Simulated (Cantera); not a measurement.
Adiabatic ignition

An adiabatic, constant-pressure homogeneous reactor starts with CH4 : H2 : O2 : N2 = 1 : 0.77 : 1.99 : 7.47 (molar parts), equivalence ratio 1.2, at 1625 K and 20.0 bar.

Cantera simulation using GRI-Mech 3.0 (53 species, 325 reactions); the numbers are that mechanism's predictions, not measurements. The pressure lies above the range GRI-Mech 3.0 was tuned for (to about 10 atm). Above 3000 K some thermodynamic fits are extrapolated.

```json
[
 {"t (s)": "1.00e-6", "T (K)": "1625", "x CH4": "0.0890", "x H2": "0.0685", "x O2": "0.177", "x HCO": "3.70e-10", "x CH2O": "4.70e-6", "x O": "6.92e-7"},
 {"t (s)": "3.47e-6", "T (K)": "1642", "x CH4": "0.0859", "x H2": "0.0671", "x O2": "0.175", "x HCO": "7.93e-7", "x CH2O": "0.000708", "x O": "1.29e-5"},
 {"t (s)": "1.20e-5", "T (K)": "3059", "x CH4": "2.02e-12", "x H2": "0.0354", "x O2": "0.00513", "x HCO": "6.06e-7", "x CH2O": "1.44e-8", "x O": "0.00234"},
 {"t (s)": "4.16e-5", "T (K)": "3057", "x CH4": "2.39e-12", "x H2": "0.0360", "x O2": "0.00432", "x HCO": "5.87e-7", "x CH2O": "1.48e-8", "x O": "0.00203"},
 {"t (s)": "0.000144", "T (K)": "3049", "x CH4": "2.61e-12", "x H2": "0.0367", "x O2": "0.00390", "x HCO": "5.88e-7", "x CH2O": "1.53e-8", "x O": "0.00188"},
 {"t (s)": "0.000500", "T (K)": "3048", "x CH4": "2.62e-12", "x H2": "0.0368", "x O2": "0.00389", "x HCO": "5.88e-7", "x CH2O": "1.53e-8", "x O": "0.00187"},
 {"t (s)": "0.00173", "T (K)": "3048", "x CH4": "2.62e-12", "x H2": "0.0368", "x O2": "0.00389", "x HCO": "5.88e-7", "x CH2O": "1.53e-8", "x O": "0.00187"},
 {"t (s)": "0.00600", "T (K)": "3048", "x CH4": "2.62e-12", "x H2": "0.0368", "x O2": "0.00389", "x HCO": "5.88e-7", "x CH2O": "1.53e-8", "x O": "0.00187"},
 {"t (s)": "0.0208", "T (K)": "3048", "x CH4": "2.62e-12", "x H2": "0.0368", "x O2": "0.00389", "x HCO": "5.88e-7", "x CH2O": "1.53e-8", "x O": "0.00187"},
 {"t (s)": "0.0721", "T (K)": "3048", "x CH4": "2.62e-12", "x H2": "0.0368", "x O2": "0.00389", "x HCO": "5.88e-7", "x CH2O": "1.53e-8", "x O": "0.00187"},
 {"t (s)": "0.250", "T (K)": "3048", "x CH4": "2.62e-12", "x H2": "0.0368", "x O2": "0.00389", "x HCO": "5.88e-7", "x CH2O": "1.53e-8", "x O": "0.00187"},
 {"t (s)": "0.866", "T (K)": "3048", "x CH4": "2.62e-12", "x H2": "0.0368", "x O2": "0.00389", "x HCO": "5.88e-7", "x CH2O": "1.53e-8", "x O": "0.00187"},
 {"t (s)": "3.00", "T (K)": "3048", "x CH4": "2.62e-12", "x H2": "0.0368", "x O2": "0.00389", "x HCO": "5.88e-7", "x CH2O": "1.53e-8", "x O": "0.00187"}
]
```
x: mole fraction; the columns are a selection and need not sum to one.

```yaml
time_of_steepest_temperature_rise: 8.35 µs
temperature at 3.00 s: 3048 K
equilibrium_temperature: 3048 K
x(CH4) at 3.00 s: 2.62e-12 (gas-phase equilibrium 3.12e-12)
x(H2) at 3.00 s: 0.0368 (gas-phase equilibrium 0.0368)
x(O2) at 3.00 s: 0.00389 (gas-phase equilibrium 0.00389)
```
